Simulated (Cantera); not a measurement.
A closed system holds: 1 mol H2O, 1.2 mol H2, equilibrated at 2423.15 K and 1.35 Torr.

Cantera equilibrium calculation (NASA polynomials, part measured and part estimated; ideal gas, pure solids and liquids). Candidate condensed phases: H2O; 9 gas species. Rates play no part.

Base state: H2 0.374, H2O 0.306, H 0.256, OH 0.0396, O 0.0181, O2 0.00612 (mole fractions); condensed: gas only.

Question: What changes in the equilibrium state with this change: H2O replaced by H2S?

Answer: 
| species | before | after |
|---|---|---|
| H2 | 0.374 | 0.474 |
| H | 0.256 | 0.288 |
| S | 0 | 0.164 |
| H2O | 0.306 | 0 |
| S2 | 0 | 0.0491 |
| OH | 0.0396 | 0 |
| SH | 0 | 0.0236 |
| O | 0.0181 | 0 |
| O2 | 0.00612 | 0 |
| H2S | 0 | 0.00102 |
Further candidate phases: S.
